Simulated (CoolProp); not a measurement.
Saturation properties of nitrous oxide (Tc = 36.4 °C, pc = 7245 kPa, ω = 0.161).

The numbers come from the reference Helmholtz-energy equation of state, Lemmon 2006 in CoolProp. It is a short technical equation, of lower accuracy than the large ones.

```csv
T (°C),p (kPa),enthalpy of vaporisation (kJ/kg),liquid cp (kJ/(kg K)),vapour Z,surface tension (mN/m)
-26.95,1452,289.3,1.926,0.8310,10.5
-24.35,1575,284.7,1.946,0.8213,(withheld)
-21.85,1700,280.0,1.968,0.8116,9.48
-19.25,1838,275.1,(withheld),0.8012,8.97
-16.65,1983,270.0,2.018,0.7903,8.47
-14.15,2131,264.9,2.046,0.7795,7.99
-11.55,2293,259.5,2.079,0.7679,7.50
-9.05,2457,254.0,2.113,0.7563,7.03
-6.45,2636,248.2,2.152,0.7437,6.55
-3.95,2817,242.4,2.195,0.7312,6.09
-1.35,3015,236.1,2.244,(withheld),(withheld)
1.25,(withheld),229.5,2.301,0.7035,5.16
3.75,3433,222.9,2.363,(withheld),4.72
6.35,3662,215.7,2.439,(withheld),4.27
8.85,3892,208.4,(withheld),0.6584,3.85
```

Question: Fill in the missing entries.

Answer: 
- -24.35, surface tension (mN/m): 9.97
- -19.25, liquid cp (kJ/(kg K)): 1.992
- -1.35, vapour Z: 0.7176
- -1.35, surface tension (mN/m): 5.62
- 1.25, p (kPa): 3223
- 3.75, vapour Z: 0.6894
- 6.35, vapour Z: 0.6739
- 8.85, liquid cp (kJ/(kg K)): 2.524

It boils at -88.5 °C under 1 atm.

Surface tension comes from a separate correlation (Mulero 2012).
